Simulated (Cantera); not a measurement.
A perfectly stirred reactor is fed with H₂ : O₂ : N₂ = 1 : 0.595 : 4.4 (molar parts), equivalence ratio 0.84, at 4.93 atm; it is adiabatic with a 500 K inlet, and is followed from long to short residence time, starting on the burning branch (τ in s: 0.023, 0.013, 0.0073, 0.0042, 0.0024, 0.0013, 0.00076, 0.00043, 0.00025, 0.00014, 7.9e-05).

Computed with Cantera and the H2/O2 subset of GRI-Mech 3.0, which has no nitrogen chemistry. The hydrogen kinetics of GRI-Mech 3.0 are dated; newer H2 mechanisms differ, most at raised pressure.

One state of this run: T (K) = 1747; x H₂ = 0.00204; x O₂ = 0.0178; x H₂O = 0.179; x H₂O₂ = 7.24e-7; x O = 0.000270. x: mole fraction; the columns are a selection and need not sum to one.

**Question.** Which value of τ (s) does it belong to?
A) 0.0013
B) 0.00076
C) 0.0073
D) 0.013

**Answer.** A, 0.0013
